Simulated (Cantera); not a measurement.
A Cantera script and its output.

```python
import numpy as np
import cantera as ct

gas = ct.Solution("h2o2.yaml")
gas.TPX = 325, 160000, {'H2': 1, 'O2': 0.385, 'N2': 1.58}
flame = ct.FreeFlame(gas, width=0.029)
flame.set_refine_criteria(ratio=3, slope=0.08, curve=0.16)
flame.transport_model = "mixture-averaged"
flame.solve(loglevel=0, auto=True)
z, T = flame.grid, flame.T
thick = (T[-1] - T[0]) / np.gradient(T, z).max()
show = ['H2', 'O2', 'H', 'H2O', 'H2O2', 'HO2']
print(f"laminar burning velocity  {flame.velocity[0] * 100:.3f} cm/s")
print(f"burnt temperature         {T[-1]:.1f} K")
print(f"thermal thickness         {thick * 1e3:.4f} mm")
print(f"grid points               {len(z)}")
z0 = z[flame.heat_release_rate.argmax()]
print(f"{'z/mm':>9s}{'T/K':>9s}{'u/(m/s)':>9s}" + "".join(f"{s:>11s}" for s in show))
rows = []
for k in (-3, -2, -1.5, -1, -0.5, -0.25, 0, 0.25, 0.5, 1, 2, 4, 8):
    zz = z0 + k * thick
    rows.append([k * thick, np.interp(zz, z, T), np.interp(zz, z, flame.velocity),
                 *(np.interp(zz, z, flame.X[gas.species_index(s)]) for s in show)])
    print(f"{rows[-1][0] * 1e3:9.3f}{rows[-1][1]:9.1f}{rows[-1][2]:9.3f}" + "".join(f"{x:11.3e}" for x in rows[-1][3:]))
```

Result:

```
laminar burning velocity  303.035 cm/s
burnt temperature         2274.4 K
thermal thickness         0.1868 mm
grid points               114
     z/mm      T/K  u/(m/s)         H2         O2          H        H2O       H2O2        HO2
   -0.560    325.0    3.030  3.373e-01  1.298e-01  1.247e-17  4.885e-12  4.188e-14  4.171e-13
   -0.374    325.0    3.030  3.373e-01  1.298e-01  3.722e-15  1.011e-09  1.080e-11  1.044e-10
   -0.280    325.0    3.030  3.372e-01  1.299e-01  1.159e-13  1.267e-08  1.494e-10  1.423e-09
   -0.187    325.2    3.031  3.369e-01  1.299e-01  2.249e-11  5.557e-07  7.945e-09  7.256e-08
   -0.093    343.1    3.166  3.294e-01  1.313e-01  3.576e-07  3.261e-04  6.988e-06  5.612e-05
   -0.047    593.8    5.296  2.940e-01  1.282e-01  1.512e-03  1.734e-02  1.271e-04  5.528e-04
    0.000   1060.3    9.152  2.208e-01  1.024e-01  1.753e-02  8.216e-02  3.501e-05  1.835e-04
    0.047   1401.7   11.937  1.410e-01  5.530e-02  4.072e-02  1.721e-01  4.617e-06  7.926e-05
    0.093   1590.1   13.467  9.715e-02  2.370e-02  5.133e-02  2.289e-01  2.565e-06  3.170e-05
    0.187   1759.7   14.788  8.016e-02  8.311e-03  4.778e-02  2.583e-01  1.359e-06  1.018e-05
    0.374   1908.5   15.892  8.098e-02  4.890e-03  3.573e-02  2.685e-01  6.787e-07  5.437e-06
    0.747   2038.0   16.820  8.229e-02  2.869e-03  2.456e-02  2.775e-01  3.525e-07  3.006e-06
    1.494   2137.6   17.512  8.288e-02  1.438e-03  1.593e-02  2.854e-01  1.931e-07  1.500e-06
```

Model: the H2/O2 subset of GRI-Mech 3.0, which has no nitrogen chemistry, integrated in Cantera. Burning velocities carry a grid error of a few per cent, more on coarse grids.
